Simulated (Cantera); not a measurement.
A closed system holds: 1 mol TiC, 2.1 mol H2, equilibrated at 1302 °C and 2.20 bar.

Cantera equilibrium calculation (NASA polynomials, part measured and part estimated; ideal gas, pure solids and liquids). Candidate condensed phases: C, C6H6, C7H8, C8H18, Ti, TiC; 77 gas species. TiC: taken at fixed stoichiometry. Kinetics and transport are ignored.

Base state: H2 1.000, H 2.80e-5 (mole fractions); condensed: TiC(s).

Question: What changes in the equilibrium state with this change: TiC replaced by BN?

Answer: 
```tsv
species	before	after
H2	1.000	1.000
H	2.80e-5	2.80e-5
TiC(s), mol	1.00	0
BN(s), mol	0	1.000
```
Further candidate phases: B, BN.
